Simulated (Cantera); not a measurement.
An isothermal plug-flow reactor at 875 K and 1.18 atm (inlet), inlet velocity 2.9 m/s, active area per volume 1800 1/m; feed 2.46 % H2, 16.4 % O2, 81.1 % N2, equivalence ratio 0.075.

Model: Deutschmann's 1995 Pt surface mechanism with GRI-Mech 3.0 gas chemistry, integrated in Cantera. Catalytic surfaces can have several steady states; this one follows from the mechanism file's or the stated starting coverage. Mass transfer to the wall is taken as infinitely fast.

x: gas mole fraction; θ: surface coverage.

```csv
z (m),x H2,x O2,x H2O,θ free Pt,θ O*,θ OH*
5.3e-05,0.0181,0.162,0.00659,0.230,0.766,0.00428
9.4e-05,___,0.160,___,___,0.801,0.00420
0.00017,0.0112,0.159,0.0136,0.154,0.842,0.00402
0.0003,0.00763,0.157,0.0172,0.118,0.878,0.00377
0.00053,0.00449,0.156,0.0204,0.0925,0.904,0.00351
0.00094,0.00210,0.155,0.0228,0.0766,0.920,0.00332
0.0017,0.000621,0.154,0.0243,0.0684,0.928,0.00320
0.003,8.90e-5,0.154,0.0249,0.0658,0.931,0.00316
0.0053,___,0.154,0.0249,0.0653,0.931,0.00316
```

Problem. Some entries are withheld; supply them.

Solution. 
- 9.4e-05, x H2: 0.0150
- 9.4e-05, x H2O: 0.00978
- 9.4e-05, θ free Pt: 0.194
- 0.0053, x H2: 3.04e-6
